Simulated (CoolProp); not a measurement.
Saturation properties of carbon monoxide (Tc = 132.9 K, pc = 3.498 MPa, ω = 0.050).

Values from CoolProp's reference Helmholtz-energy equation of state, Lemmon 2006. It is a short technical equation, of lower accuracy than the large ones.

```csv
T (K),p (MPa),vapour density (kg/m³),enthalpy of vaporisation (kJ/kg)
94.6,0.3566,14.12,194.4
97.2,0.4398,17.25,189.7
99.9,0.5404,21.05,184.4
102.6,0.6566,25.49,178.8
105.2,0.7846,30.45,173.0
107.9,0.9356,36.42,166.5
110.5,1.100,43.11,159.7
113.2,1.291,51.20,152.1
115.9,1.505,60.72,143.6
118.5,1.734,71.57,134.6
121.2,1.997,85.13,124.0
123.9,2.288,101.9,111.8
126.5,2.598,122.6,97.75
```

It boils at 81.6 K under 1 atm.
